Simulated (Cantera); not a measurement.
Input (Python, Cantera):

```python
import numpy as np
import cantera as ct

surf = ct.Interface("diamond.yaml", "diamond_100")
gas, bulk = surf.adjacent["gas"], surf.adjacent["diamond"]
k = surf.kinetics_species_index(bulk.species_names[0])
cover = ["c6HH", "c6H*", "c6*H", "c6**", "c6HM", "c6B"]

rows, drift = [], 0.0
print(f"{'xH':>10s}{'um/h':>11s}" + "".join(f"{s:>11s}" for s in cover))
for v in [0.0001, 0.00021, 0.00042, 0.00087, 0.0018, 0.0037, 0.0076, 0.016, 0.032]:
    T, P, xH, xCH3 = 1050, 16000, v, 0.00013
    gas.TPX = T, P, {"H": xH, "CH3": xCH3, "CH4": 0.002, "H2": 1 - xH - xCH3 - 0.002}
    surf.TP = bulk.TP = T, P
    surf.coverages = "c6H*:0.1, c6HH:0.9"
    surf.advance_coverages(100.0)
    before = surf.coverages
    surf.advance_coverages(100.0)
    drift = max(drift, np.max(np.abs(surf.coverages - before) / (surf.coverages + 1e-9)))
    rate = surf.net_production_rates[k] * bulk.mean_molecular_weight / bulk.density * 3.6e9
    rows.append([rate, *surf[cover].coverages])
    print(f"{v:10.4g}{rate:11.4e}" + "".join(f"{x:11.3e}" for x in rows[-1][1:]))
```

Result:

```
        xH       um/h       c6HH       c6H*       c6*H       c6**       c6HM        c6B
    0.0001 2.7219e+00  5.134e-01  1.678e-02  3.004e-01  4.031e-03  1.141e-01  7.386e-09
   0.00021 4.9273e+00  5.023e-01  1.843e-02  3.299e-01  6.456e-03  9.871e-02  1.337e-08
   0.00042 7.3947e+00  5.092e-01  1.982e-02  3.547e-01  8.772e-03  7.431e-02  2.007e-08
   0.00087 9.7869e+00  5.229e-01  2.106e-02  3.765e-01  1.078e-02  4.759e-02  2.656e-08
    0.0018 1.1525e+01  5.350e-01  2.194e-02  3.918e-01  1.215e-02  2.712e-02  3.128e-08
    0.0037 1.2583e+01  5.429e-01  2.252e-02  4.008e-01  1.296e-02  1.441e-02  3.414e-08
    0.0076 1.3173e+01  5.473e-01  2.293e-02  4.057e-01  1.341e-02  7.348e-03  3.574e-08
     0.016 1.3504e+01  5.497e-01  2.337e-02  4.080e-01  1.368e-02  3.578e-03  3.664e-08
     0.032 1.3695e+01  5.508e-01  2.398e-02  4.087e-01  1.388e-02  1.813e-03  3.716e-08
```

Detailed kinetics in Cantera: the Harris–Goodwin 1993 mechanism for the reconstructed diamond (100) surface.
